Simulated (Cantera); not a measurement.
A closed system holds: 1 mol Si, 1.3 mol HCl, 3.3 mol H₂, held at 1250 K and 200000 Pa.

Method: chemical equilibrium by Gibbs-energy minimisation in Cantera with the NASA 1993 tables (ideal gas, pure condensed phases). Candidate condensed phases: Si; 19 gas species. The tables' values for SiCl₃ are old estimates; treat these amounts as uncertain. Rates play no part.

Base state: H₂ 0.882, HCl 0.0402, SiCl₄ 0.0367, SiHCl₃ 0.0286, SiCl₃ 0.00486, SiCl₂ 0.00461, SiH₂Cl₂ 0.00304, SiH₃Cl 8.97e-5 (mole fractions); condensed: Si(s).

Problem. What changes in the equilibrium state with this change: temperature from 1250 K to 898 K?

Solution. 
| species | before | after |
|---|---|---|
| H₂ | 0.882 | 0.910 |
| SiCl₄ | 0.0367 | 0.0458 |
| SiHCl₃ | 0.0286 | 0.0382 |
| HCl | 0.0402 | 0.00304 |
| SiCl₂ | 0.00461 | 1.37e-5 |
| SiCl₃ | 0.00486 | 0.000114 |
| SiH₃Cl | 8.97e-5 | 5.77e-5 |
| Si(s), mol | 0.665 | 0.631 |
